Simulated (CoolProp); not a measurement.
A single-stage vapour-compression cycle with R1336mzz(E): evaporating at 304.15 K (dew point), condensing at 335.15 K (bubble point), superheat 10 K, subcooling 2 K, compressor efficiency 0.9, no pressure losses. Each further row changes one setting.

Values from CoolProp's reference Helmholtz-energy equation of state, Akasaka 2023.

```csv
case,cooling COP,pressure ratio,discharge temperature (K),refrigerating effect (kJ/kg),volumetric capacity (kJ/m³)
as stated,…,2.53,338.8,113,1830
evaporating temperature 309.15 K,…,2.15,339.7,…,…
condensing temperature 330.15 K,…,…,334.8,119,1930
subcooling 7 K,7.96,2.53,338.8,119,1930
superheat 20 K,7.74,2.53,348.7,…,1890
compressor efficiency 0.8,6.69,2.53,340.7,113,1830
```

Some entries are withheld; supply them.


- as stated, cooling COP: 7.52
- evaporating temperature 309.15 K, cooling COP: 9.39
- evaporating temperature 309.15 K, refrigerating effect (kJ/kg): 116
- evaporating temperature 309.15 K, volumetric capacity (kJ/m³): 2210
- condensing temperature 330.15 K, cooling COP: 9.30
- condensing temperature 330.15 K, pressure ratio: 2.21
- superheat 20 K, refrigerating effect (kJ/kg): 121
